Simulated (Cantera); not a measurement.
A Cantera script and what it prints.

```python
import numpy as np
import cantera as ct

gas_names = """
    B BH BH2 BH3 BN B2 H H2 N NH NH2 NH3 N2 N2H2 N2H4
""".split()
cond_names = """
    B(b) B(L) BN(s)
""".split()


# ... load() reads the species with a 1 bar reference pressure and builds the phases ...
atoms = {
    'borazine': {'B': 3, 'N': 3, 'H': 6},
    'H2': {'H': 2},
}
top_T = {'BN(s)': 3200}  # K; cautious upper limits of use, not melting points


# ... equilibrate(T, P, feed) seeds the gas with the atoms and calls Mixture.equilibrate('TP', solver="vcs", rtol=1e-11, max_steps=5000) ...
results = []
feed = {'borazine': 1, 'H2': 7.5}  # mol
P = 61000  # Pa
for T in [1348, 1498, 1648, 1798, 1948, 2098, 2248]:
    mix = equilibrate(T, P, feed)
    results.append((T, P, feed, dict(zip(mix.species_names, mix.species_moles))))
    x = sorted(zip(gas.X, gas.species_names), reverse=True)
    print(f"T = {T:g} K  P = {P:g} Pa  gas = {mix.phase_moles(0):.4g} mol")
    print("   x: " + "  ".join(f"{s} {v:.3e}" for v, s in x if v > 0.001))
    print("   condensed (mol): " + ("  ".join(f"{mix.phase(i).name} {mix.phase_moles(i):.4g}"
          for i in range(1, mix.n_phases) if mix.phase_moles(i) > 1e-12) or "none"))
```

Result:

```
T = 1348 K  P = 61000 Pa  gas = 10.5 mol
   x: H2 1.000e+00
   condensed (mol): BN(s) 3
T = 1498 K  P = 61000 Pa  gas = 10.5 mol
   x: H2 1.000e+00
   condensed (mol): BN(s) 3
T = 1648 K  P = 61000 Pa  gas = 10.5 mol
   x: H2 9.999e-01
   condensed (mol): BN(s) 3
T = 1798 K  P = 61000 Pa  gas = 10.5 mol
   x: H2 9.995e-01
   condensed (mol): BN(s) 2.999
T = 1948 K  P = 61000 Pa  gas = 10.51 mol
   x: H2 9.981e-01  H 1.445e-03
   condensed (mol): BN(s) 2.997
T = 2098 K  P = 61000 Pa  gas = 10.53 mol
   x: H2 9.945e-01  H 3.929e-03
   condensed (mol): B(b) 0.007609  BN(s) 2.984
T = 2248 K  P = 61000 Pa  gas = 10.6 mol
   x: H2 9.838e-01  H 9.330e-03  N2 5.181e-03  BH2 1.627e-03
   condensed (mol): B(b) 0.09196  BN(s) 2.89
```

Equilibrium computed with Cantera from the NASA thermochemical tables; the gas is ideal and each condensed phase is pure. The feed counts by its element totals alone. Mutual solubility and eutectic melting of coexisting phases are not modelled. The tables' values for BH2 are old estimates; treat these amounts as uncertain. Gases not in the tables: B2H6 and higher boranes.
